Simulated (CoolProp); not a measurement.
Vapour-liquid equilibrium of R1234yf (1) + R1234ze(E) (2) at 0.00743 MPa; x and y are mole fractions of (1).

The numbers come from the multi-fluid Helmholtz-energy mixture model, Lemmon 2022 and Thol 2016; pair parameters Bell 2022 in CoolProp.

**Question.** Give the bubble temperature and the first vapour's composition at x = 0.2, 0.8, 0.95. Is there an azeotrope?

**Answer.** x = 0.2: -68.7 °C, y = 0.341; x = 0.8: -74.3 °C, y = 0.888; x = 0.95: -75.4 °C, y = 0.974. No azeotrope shows between x = 0.05 and 0.95.

The pair parameters rest on a limited set of measurements; away from them the model extrapolates.
